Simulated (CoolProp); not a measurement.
Model: reference Helmholtz-energy equation of state, Thol 2018, in CoolProp.

Q: For hydrogen chloride, give the phase and the cv (kJ/(kg K)) at 199.6 K and 0.0503 MPa; 360.1 K and 0.214 MPa; 318.2 K and 0.112 MPa.

A: 
- 199.6 K and 0.0503 MPa: gas; cv 0.582
- 360.1 K and 0.214 MPa: gas; cv 0.575
- 318.2 K and 0.112 MPa: gas; cv 0.575
